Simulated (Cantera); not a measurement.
A closed system holds: 1 mol CS2, 0.045 mol O2, 1.1 mol H2, equilibrated at 3000 °C and 1.10 mbar.

Method: chemical equilibrium by Gibbs-energy minimisation in Cantera with the NASA 1993 tables (ideal gas, pure condensed phases). Candidate condensed phases: C, C6H6, C7H8, C8H18, H2O, H2SO4, S; 123 gas species. Equilibrium is a limit: real reactors are often held back by kinetics, nucleation or transport.

Base state: H 0.501, S 0.266, CS 0.193, CO 0.0207, C 0.0149, H2 0.00238, C2 0.000387, SH 0.000324 (mole fractions); condensed: gas only.

Q: What changes in the equilibrium state with this change: temperature from 3000 °C to 2700 °C?

A: 
```json
[
 {"species": "H", "before": "0.501", "after": "0.493"},
 {"species": "S", "before": "0.266", "after": "0.255"},
 {"species": "CS", "before": "0.193", "after": "0.214"},
 {"species": "C", "before": "0.0149", "after": "0.00114"},
 {"species": "H2", "before": "0.00238", "after": "0.0127"},
 {"species": "CO", "before": "0.0207", "after": "0.0213"},
 {"species": "C2", "before": "0.000387", "after": "2.19e-5"},
 {"species": "C3", "before": "0.000108", "after": "6.91e-6"},
 {"species": "CS2", "before": "2.62e-5", "after": "0.000138"},
 {"species": "S2", "before": "0.000281", "after": "0.00131"},
 {"species": "SH", "before": "0.000324", "after": "0.00124"}
]
```

Q: What changes in the equilibrium state with this change: pressure from 1.10 mbar to 1.00 bar?

A: 
| species | before | after |
|---|---|---|
| CS | 0.193 | 0.277 |
| H2 | 0.00238 | 0.242 |
| H | 0.501 | 0.168 |
| S | 0.266 | 0.140 |
| CS2 | 2.62e-5 | 0.0179 |
| C | 0.0149 | 4.46e-5 |
| S2 | 0.000281 | 0.0702 |
| SH | 0.000324 | 0.0517 |
| CO | 0.0207 | 0.0292 |
| H2S | 9.43e-8 | 0.00458 |
| C2H2 (acetylene) | 2.72e-7 | 0.000206 |
| COS | 3.64e-8 | 2.44e-5 |
| C2 | 0.000387 | 3.17e-6 |
